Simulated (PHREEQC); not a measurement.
Consider water at 20 °C with 0.14 mol HF, 0.0132 mol H2SiF6, 0.072 mol H3PO4 and 0.042 mol H2SO4 per kg of water. Closed to the air; pH follows from the charge balance.

Model: ion-association model, wateq4f.dat, run in PHREEQC.

This is a speciation only: nothing precipitates in the calculation.

Task: Estimate the pH, activity of water.

Result: pH 1.14; activity of water 0.994.

Task: In which forms is S present?

Result: HSO4- 75 %, SO4-2 25 % of the S.

wateq4f.dat counts part of the HF as a dimer, H2F2, which phreeqc.dat doesn't know; its constant is uncertain. H3PO4, which wateq4f.dat lacks, is added to it with the constant of phreeqc.dat. SiF6-2 is the database's only silicon fluoride.
